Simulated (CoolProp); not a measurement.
Vapour-liquid equilibrium of R125 (1) + R143a (2) at 240.1 K; x and y are mole fractions of (1).

The numbers come from the multi-fluid Helmholtz-energy mixture model, Lemmon 2005 and Lemmon and Jacobsen 2000; pair parameters Lemmon 2004 in CoolProp.

```
x     bubble pressure (kPa)  y at the bubble point  dew pressure at overall composition x (kPa)  liquid density (mol/L)
----  ---------------------  ---------------------  -------------------------------------------  ----------------------
0.05                  189.1                  0.047                                        189.0                   13.34
0.15                  188.0                  0.145                                        187.9                   13.21
0.25                  187.4                  0.247                                        187.4                   13.08
0.35                  187.4                  0.353                                        187.4                   12.96
0.45                  187.9                  0.459                                        187.8                   12.83
0.55                  189.0                  0.566                                        188.8                   12.71
0.65                  190.7                  0.671                                        190.3                   12.58
0.75                  193.0                  0.772                                        192.4                   12.46
0.85                  195.8                  0.868                                        195.2                   12.33
0.95                  199.1                  0.958                                        198.8                   12.21
```

y crosses x between x = 0.25 and 0.35: the model has an azeotrope there.

The pair parameters rest on a limited set of measurements; away from them the model extrapolates.
